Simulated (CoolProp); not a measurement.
Vapour-liquid equilibrium of acetone (1) + n-hexane (2) at 134.05 °C; x and y are mole fractions of (1).

Values from CoolProp's multi-fluid Helmholtz-energy mixture model, Lemmon 2006 and Thol 2019; pair parameters Bell 2016.

```
x     bubble pressure, mixture model (MPa)  bubble pressure, Raoult's law (MPa)  y, mixture model  y, Raoult's law
----  ------------------------------------  -----------------------------------  ----------------  ---------------
0.05                                   ___                               0.5587             0.144            0.074
0.15                                0.7330                               0.5867             0.316            0.211
0.25                                0.8079                               0.6147             0.420            0.335
0.35                                0.8583                               0.6427               ___            0.449
0.45                                0.8919                               0.6707             0.553            0.553
0.55                                0.9131                               0.6987               ___            0.649
0.65                                   ___                               0.7267             0.664            0.738
0.75                                0.9209                               0.7547             0.728            0.820
0.85                                0.9025                               0.7827             0.808            0.896
0.95                                0.8595                               0.8107             0.922            0.966
```

**Question.** Fill in the missing entries.

**Answer.** 
- 0.05, bubble pressure, mixture model (MPa): 0.6207
- 0.35, y, mixture model: 0.493
- 0.55, y, mixture model: 0.608
- 0.65, bubble pressure, mixture model (MPa): 0.9231

The largest gap from Raoult's law is +33.5 % in bubble pressure, at x = 0.35. y crosses x between x = 0.65 and 0.75: the model has an azeotrope there.

The pair parameters rest on a limited set of measurements; away from them the model extrapolates.
